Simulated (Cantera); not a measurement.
**Thermodynamics of silicon epitaxy and polysilicon growth, feed SiCl4 + H2**

Charge: 1 mol SiCl4, 160 mol H2, held at 727 °C.

These are equilibrium values from Cantera (NASA tables, ideal gas, pure condensed phases), not measurements of a reactor. Candidate condensed phases: Si; 19 gas species. The tables' values for SiCl3 are old estimates; treat these amounts as uncertain. Rates play no part.

```
P (Pa)   x H2    x HCl  x SiHCl3   x SiCl4   x SiCl2  x SiH2Cl2   x SiCl3  x SiH3Cl  n Si(s)
------  -----  -------  --------  --------  --------  ---------  --------  --------  -------
100     0.979   0.0194  0.000247  0.000697  0.000656    9.46e-6  0.000137   9.24e-8    0.717
260     0.980   0.0173  0.000452   0.00113  0.000519    1.95e-5  0.000156   2.14e-7    0.631
670     0.982   0.0149  0.000738   0.00159  0.000383    3.71e-5  0.000158   4.75e-7    0.531
1700    0.984   0.0125   0.00110   0.00198  0.000268    6.60e-5  0.000148   1.01e-6    0.426
4500    0.986   0.0101   0.00155   0.00226  0.000176   0.000115  0.000128   2.18e-6    0.316
12000   0.987  0.00804   0.00208   0.00240  0.000111   0.000194  0.000105   4.62e-6    0.211
30000   0.988  0.00639   0.00261   0.00240   7.03e-5   0.000307   8.34e-5   9.20e-6    0.118
77000   0.989  0.00499   0.00317   0.00227   4.27e-5   0.000479   6.33e-5   1.84e-5   0.0261
200000  0.989  0.00461   0.00336   0.00222   1.88e-5   0.000548   4.15e-5   2.29e-5        0
```
x: gas mole fraction; n: condensed amount in mol.

From 100 Pa to 77000 Pa the condensed part is Si(s). At 200000 Pa nothing is condensed. The main Si-bearing gas is SiCl4 at 100 Pa and SiHCl3 at 200000 Pa. The share of Si in condensed phases is highest at 100 Pa (71.7 %) and lowest at 200000 Pa (0.0 %).
